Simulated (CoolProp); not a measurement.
Vapour-liquid equilibrium of cis-2-butene (1) + acetone (2) at 13.4 bar; x and y are mole fractions of (1).

Model: multi-fluid Helmholtz-energy mixture model, Lemmon 2005 and Lemmon 2006; pair parameters Bell 2016, in CoolProp.

```json
[
 {"x": "0.05", "bubble temperature, mixture model (K)": "423.3", "bubble temperature, Raoult's law (K)": "426.5", "y, mixture model": "0.152", "y, Raoult's law": "0.136"},
 {"x": "0.2", "bubble temperature, mixture model (K)": "403.7", "bubble temperature, Raoult's law (K)": "413.4", "y, mixture model": "0.472", "y, Raoult's law": "0.440"},
 {"x": "0.35", "bubble temperature, mixture model (K)": "391.1", "bubble temperature, Raoult's law (K)": "402.4", "y, mixture model": "0.641", "y, Raoult's law": "0.639"},
 {"x": "0.5", "bubble temperature, mixture model (K)": "383.4", "bubble temperature, Raoult's law (K)": "393.2", "y, mixture model": "0.739", "y, Raoult's law": "0.774"},
 {"x": "0.65", "bubble temperature, mixture model (K)": "378.1", "bubble temperature, Raoult's law (K)": "385.2", "y, mixture model": "0.809", "y, Raoult's law": "0.869"},
 {"x": "0.8", "bubble temperature, mixture model (K)": "374.2", "bubble temperature, Raoult's law (K)": "378.3", "y, mixture model": "0.878", "y, Raoult's law": "0.937"},
 {"x": "0.95", "bubble temperature, mixture model (K)": "371.1", "bubble temperature, Raoult's law (K)": "372.2", "y, mixture model": "0.963", "y, Raoult's law": "0.986"}
]
```

The largest gap from Raoult's law is -11.3 K in bubble temperature, at x = 0.35. No azeotrope shows between x = 0.05 and 0.95.

The pair parameters rest on a limited set of measurements; away from them the model extrapolates.
